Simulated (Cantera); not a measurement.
A closed system holds: 1 mol FeCl3, 3.6 mol HCl, 0.49 mol H2, held at 1.33 mbar.

Cantera equilibrium calculation (NASA polynomials, part measured and part estimated; ideal gas, pure solids and liquids). Candidate condensed phases: Fe, FeCl2, FeCl3; 11 gas species. Equilibrium is a limit: real reactors are often held back by kinetics, nucleation or transport.

x: gas mole fraction; n: condensed amount in mol.

| T (K) | x HCl | x FeCl2 | x Cl | x H2 | x Fe2Cl4 | n FeCl2(s) |
|---|---|---|---|---|---|---|
| 600 | 0.997 | 4.54e-6 | 3.56e-9 | <1e-12 | 3.50e-8 | 0.980 |
| 700 | 0.995 | 0.00116 | 2.13e-8 | 1.32e-9 | 3.49e-5 | 0.974 |
| 800 | (withheld) | (withheld) | (withheld) | (withheld) | (withheld) | (withheld) |
| 900 | 0.823 | 0.170 | 9.55e-7 | 7.25e-6 | 0.00299 | 0 |
| 1000 | 0.821 | 0.175 | 2.12e-5 | 5.04e-6 | 0.000464 | 0 |
| 1100 | 0.821 | 0.176 | 0.000252 | 4.28e-6 | 9.87e-5 | 0 |
| 1200 | 0.820 | 0.177 | 0.00134 | 8.28e-6 | 2.75e-5 | 0 |
| 1300 | 0.818 | 0.178 | (withheld) | (withheld) | (withheld) | 0 |
| 1400 | 0.817 | 0.178 | 0.00420 | 0.000455 | 3.72e-6 | 0 |
| 1500 | 0.813 | 0.178 | 0.00725 | 0.00190 | 1.67e-6 | 0 |
| 1600 | 0.804 | 0.178 | 0.0135 | 0.00495 | 8.26e-7 | 0 |
| 1700 | 0.788 | 0.177 | 0.0244 | 0.0103 | 4.43e-7 | 0 |
| 1800 | 0.763 | 0.175 | 0.0421 | 0.0185 | 2.52e-7 | 0 |

Question: What belongs in the gaps?

Answer: 
- 1300, x Cl: 0.00283
- 1300, x H2: 5.45e-5
- 1300, x Fe2Cl4: 9.37e-6
- 800, x HCl: 0.920
- 800, x FeCl2: 0.0705
- 800, x Cl: 5.11e-8
- 800, x H2: 2.19e-6
- 800, x Fe2Cl4: 0.00570
- 800, n FeCl2(s): 0.572
